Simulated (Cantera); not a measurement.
# Premixed flame

A freely propagating, adiabatic, planar premixed flame of CH4 : C2H6 : C3H8 : O2 : N2 : H2O = 1 : 0.39 : 1.1 : 9.64 : 36.2 : 0.85 (molar parts), unburnt at 400 K and 120000 Pa; mixture-averaged transport, grid criteria slope 0.08 and curve 0.16, no radiation.

Detailed kinetics in Cantera: GRI-Mech 3.0 (53 species, 325 reactions). GRI-Mech 3.0 was tuned for natural gas; its chemistry of propane as a main component is partial and can be far from experiment. Burning velocities carry a grid error of a few per cent, more on coarse grids.

```
z (mm)   T (K)  u (m/s)     x CH4    x C2H6    x C3H8    x CH2     x HO2   x H2O2
-------  -----  -------  --------  --------  --------  -------  --------  -------
-0.933     400    0.617    0.0203   0.00793    0.0224    <1e-8   4.57e-8  1.76e-8
-0.622     401    0.620    0.0203   0.00792    0.0223    <1e-8   6.27e-7  2.42e-7
-0.467     406    0.628    0.0202   0.00790    0.0223    <1e-8   3.06e-6  1.16e-6
-0.311     448    0.696    0.0196   0.00779    0.0221    <1e-8   2.76e-5  8.56e-6
-0.156     801     1.27    0.0157   0.00634    0.0175  4.25e-8  0.000191  3.60e-5
-0.0778   1214     1.97    0.0108   0.00356   0.00732  3.50e-6  0.000259  3.16e-5
0         1619     2.66   0.00375  0.000319  0.000279  3.71e-5  0.000175  2.54e-6
0.0778    1793     2.95  0.000370   1.19e-6   2.12e-7  1.20e-5   2.82e-5  5.57e-7
0.156     1852     3.03   1.75e-5     <1e-8     <1e-8  6.45e-7   1.28e-5  4.66e-7
0.311     1922     3.12   4.42e-8     <1e-8     <1e-8    <1e-8   9.03e-6  3.66e-7
0.622     2005     3.24     <1e-8     <1e-8     <1e-8    <1e-8   6.16e-6  2.58e-7
1.24      2087     3.35     <1e-8     <1e-8     <1e-8    <1e-8   3.86e-6  1.77e-7
2.49      2157     3.45     <1e-8     <1e-8     <1e-8    <1e-8   2.37e-6  1.25e-7
```
x: mole fraction of selected species; z is measured from the peak of heat release.

The laminar burning velocity is 61.6 cm/s, the thermal thickness is 0.311 mm and the peak x(CH2) is 3.81e-5. The peak x(HO2) comes out as 0.000279 and the peak x(H2O2) comes out as 3.83e-5. The grid points is 148.
